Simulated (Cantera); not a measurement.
**Gas-phase reforming**

An isothermal, constant-pressure homogeneous reactor starts with CH4 : CO2 = 1 : 0.65 (molar parts), at 2098 K and 100.0 Torr.

Cantera simulation using GRI-Mech 3.0 (53 species, 325 reactions); the numbers are that mechanism's predictions, not measurements.

```
t (s)        x CH4     x CO2   x C2H2      x OH       x H    x C2H6
--------  --------  --------  -------  --------  --------  --------
8.00e-6      0.601     0.393  1.65e-7   9.82e-7   4.56e-5   3.09e-6
2.73e-5      0.587     0.391  3.79e-5   1.95e-6   9.24e-5   7.24e-5
9.32e-5      0.482     0.370  0.00668   1.21e-5  0.000601  0.000631
0.000318     0.178     0.261    0.108   4.42e-5   0.00209  0.000267
0.00109     0.0454     0.135    0.159  0.000101   0.00283   2.44e-5
0.00371     0.0103    0.0293    0.151  0.000186   0.00387   2.31e-6
0.0126     0.00673    0.0131    0.106  0.000105   0.00454   9.76e-7
0.0432     0.00313   0.00358   0.0666   2.96e-5   0.00540   2.18e-7
0.147     0.000633  0.000132   0.0531   1.19e-6   0.00618   9.93e-9
0.503     0.000110   4.49e-8   0.0528  4.19e-10   0.00629  3.89e-10
1.72      0.000108   4.05e-8   0.0528  3.79e-10   0.00629  3.81e-10
5.86      0.000108   4.05e-8   0.0528  3.79e-10   0.00629  3.81e-10
20.0      0.000108   4.05e-8   0.0528  3.79e-10   0.00629  3.81e-10
```
x: mole fraction; the columns are a selection and need not sum to one.

Equilibrium at this temperature and pressure: CH4 0.000109, CO2 4.06e-8, C2H2 0.0528, OH 3.79e-10, H 0.00629, C2H6 3.82e-10 (gas phase only).
